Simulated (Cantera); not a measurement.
A perfectly stirred reactor is fed with C₂H₄ : H₂ = 1 : 31 (molar parts), at 0.195 Torr; it is held at 1600 K, and followed from long to short residence time.

Computed with Cantera and GRI-Mech 3.0 (53 species, 325 reactions). GRI-Mech 3.0 was tuned for natural gas; its chemistry of ethylene as a main component is partial and can be far from experiment. GRI-Mech 3.0 stops at C3 and has no aromatics, soot or wall deposition, so with more carbon than oxygen in the feed, carbon stays in small species such as C2H2 where larger ones or solid carbon would form. Radical loss at walls, strong at low pressure, is not modelled.

```csv
quantity,before,after
x(C₂H₄) at τ = 0.720 s,0.0264,0.0759
x(H₂) at τ = 0.720 s,0.969,0.910
x(C₂H₂) at τ = 0.720 s,0.00466,0.0137
x(CH₂) at τ = 0.720 s,4.39e-11,2.83e-10
x(C₂H) at τ = 0.720 s,6.56e-11,4.34e-10
x(C₂H₄) at τ = 29.0 ms,0.0310,0.0903
x(H₂) at τ = 29.0 ms,0.969,0.909
x(C₂H₂) at τ = 29.0 ms,0.000211,0.000599
x(CH₂) at τ = 29.0 ms,1.83e-12,1.31e-11
x(C₂H) at τ = 29.0 ms,<1e-12,<1e-12
```

**Question.** What was changed between the two runs?
A. temperature 1600 to 1300 K
B. C2H4 1 to 0.17 parts
C. H2 31 to 120 parts
D. H2 31 to 10 parts

**Answer.** D, H2 31 to 10 parts
